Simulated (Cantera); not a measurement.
A Cantera script and its output.

```python
import numpy as np
import cantera as ct

gas = ct.Solution("gri30.yaml")
gas.TPX = 1648, 970000, {'CO': 1, 'H2': 1.2, 'CH4': 0.13, 'O2': 1.36, 'N2': 5.11, 'CO2': 0.35}
reactor = ct.IdealGasReactor(gas, energy="on", clone=False)
net = ct.ReactorNet([reactor])
net.rtol, net.atol = 1e-08, 1e-16
show = ['CO', 'H2', 'CH4', 'CH2O', 'NO2', 'CH3', 'H']
times = np.geomspace(3e-06, 5, 10)

steps = ct.SolutionArray(gas, extra=["t"])
rows = []
print(f"{'t/s':>10s}{'T/K':>9s}{'P/Pa':>11s}" + "".join(f"{s:>11s}" for s in show))
for t in times:
    while net.time < t:
        t_next = net.step()
        steps.append(gas.state, t=t_next)
    rows.append([np.interp(t, steps.t, y) for y in (steps.T, steps.P, *steps(*show).X.T)])
    print(f"{t:10.3e}{rows[-1][0]:9.1f}{rows[-1][1]:11.4g}" + "".join(f"{x:11.3e}" for x in rows[-1][2:]))
rate = np.gradient(steps.T, steps.t)
print("integrator steps:", len(steps.t))
if steps.T.max() > steps.T[0] + 200:
    print(f"time of steepest temperature rise: {steps.t[rate.argmax()]:.4e} s")
gas.TPX = 1648, 970000, {'CO': 1, 'H2': 1.2, 'CH4': 0.13, 'O2': 1.36, 'N2': 5.11, 'CO2': 0.35}
gas.equilibrate("UV")
print(f"equilibrium (UV): T = {gas.T:.1f} K  " + "  ".join(f"{s} {gas[s].X[0]:.3e}" for s in show))
```

It prints:

```
       t/s      T/K       P/Pa         CO         H2        CH4       CH2O        NO2        CH3          H
 3.000e-06   2946.5  1.635e+06  8.076e-02  1.520e-02  8.003e-14  6.739e-09  3.295e-07  6.557e-13  9.372e-03
 1.474e-05   3111.5  1.706e+06  7.017e-02  1.275e-02  1.172e-13  6.209e-09  3.719e-06  8.505e-13  6.058e-03
 7.240e-05   3095.0  1.696e+06  7.065e-02  1.300e-02  1.276e-13  6.335e-09  1.130e-05  8.806e-13  5.846e-03
 3.557e-04   3090.9  1.694e+06  7.079e-02  1.307e-02  1.304e-13  6.370e-09  1.299e-05  8.883e-13  5.794e-03
 1.747e-03   3090.9  1.694e+06  7.079e-02  1.307e-02  1.304e-13  6.370e-09  1.299e-05  8.883e-13  5.794e-03
 8.584e-03   3090.9  1.694e+06  7.079e-02  1.307e-02  1.304e-13  6.370e-09  1.299e-05  8.883e-13  5.794e-03
 4.217e-02   3090.9  1.694e+06  7.079e-02  1.307e-02  1.304e-13  6.370e-09  1.299e-05  8.883e-13  5.794e-03
 2.072e-01   3090.9  1.694e+06  7.079e-02  1.307e-02  1.304e-13  6.370e-09  1.299e-05  8.883e-13  5.794e-03
 1.018e+00   3090.9  1.694e+06  7.079e-02  1.307e-02  1.304e-13  6.370e-09  1.299e-05  8.883e-13  5.794e-03
 5.000e+00   3090.9  1.694e+06  7.079e-02  1.307e-02  1.304e-13  6.370e-09  1.299e-05  8.883e-13  5.794e-03
integrator steps: 1400
time of steepest temperature rise: 1.5031e-06 s
equilibrium (UV): T = 3090.9 K  CO 7.079e-02  H2 1.307e-02  CH4 1.673e-13  CH2O 6.370e-09  NO2 1.299e-05  CH3 1.140e-12  H 5.794e-03
```

Cantera simulation using GRI-Mech 3.0 (53 species, 325 reactions); the numbers are that mechanism's predictions, not measurements. Above 3000 K some thermodynamic fits are extrapolated.
